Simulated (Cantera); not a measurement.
# NO annealing gas

An isothermal, constant-pressure homogeneous reactor starts with 32.3 % NO, 67.7 % N2, at 1850 K and 0.210 bar.

Computed with Cantera and GRI-Mech 3.0 (53 species, 325 reactions).

| t (s) | x NO | x O | x N2O | x N2 | x O2 | x NO2 |
|---|---|---|---|---|---|---|
| 0.000200 | 0.323 | 1.38e-6 | 1.54e-6 | 0.677 | 6.84e-9 | 2.13e-7 |
| 0.000502 | 0.323 | 2.99e-6 | 3.76e-6 | 0.677 | 4.10e-8 | 1.10e-6 |
| 0.00126 | 0.323 | 6.12e-6 | 8.85e-6 | 0.677 | 2.67e-7 | 4.64e-6 |
| 0.00317 | 0.323 | 1.30e-5 | 1.90e-5 | 0.677 | 2.25e-6 | 1.52e-5 |
| 0.00796 | 0.322 | 2.46e-5 | 3.32e-5 | 0.677 | 2.13e-5 | 3.45e-5 |
| 0.0200 | 0.322 | 3.03e-5 | 4.21e-5 | 0.678 | 0.000118 | 4.39e-5 |
| 0.0502 | 0.322 | 3.15e-5 | 4.30e-5 | 0.678 | 0.000393 | 4.58e-5 |
| 0.126 | 0.320 | 3.34e-5 | 4.26e-5 | 0.679 | 0.00109 | 4.91e-5 |
| 0.317 | 0.317 | 3.79e-5 | 4.15e-5 | 0.680 | 0.00283 | 5.62e-5 |
| 0.796 | 0.308 | 4.72e-5 | 3.89e-5 | 0.685 | 0.00720 | 7.03e-5 |
| 2.00 | 0.286 | 6.43e-5 | 3.31e-5 | 0.695 | 0.0179 | 9.22e-5 |
x: mole fraction; the columns are a selection and need not sum to one.

Equilibrium at this temperature and pressure: NO 0.00441, O 0.000169, N2O 1.19e-7, N2 0.836, O2 0.159, NO2 3.98e-6 (gas phase only).
